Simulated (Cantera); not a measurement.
Cantera with NASA thermochemical tables; ideal gases at 1 bar, condensed phases pure. Values are per mole of reaction as written; species without (g) are pure solids or liquids, kept so even where they would boil at 1 bar. The tables' values for SiF2 are old estimates.

F2(g) + Si(g) → SiF2(g)

| T (K) | ΔH° (kJ) | ΔS° (J/K) | ΔG° (kJ) | log10 K |
|---|---|---|---|---|
| 300 | -1037.9 | -114.2 | -1003.6 | 174.74 |
| 2123 | -1043.5 | -121.5 | -785.6 | 19.33 |
| 2198 | -1043.7 | -121.6 | -776.4 | 18.45 |
| 2273 | (withheld) | (withheld) | (withheld) | (withheld) |
| 2348 | -1044.2 | -121.8 | -758.2 | 16.87 |
| 2423 | (withheld) | (withheld) | (withheld) | (withheld) |
| 2498 | -1044.7 | -122.0 | -739.9 | 15.47 |

Some entries are withheld; supply them.


- 2273, ΔH° (kJ): -1044.0
- 2273, ΔS° (J/K): -121.7
- 2273, ΔG° (kJ): -767.3
- 2273, log10 K: 17.63
- 2423, ΔH° (kJ): -1044.4
- 2423, ΔS° (J/K): -121.9
- 2423, ΔG° (kJ): -749.0
- 2423, log10 K: 16.15
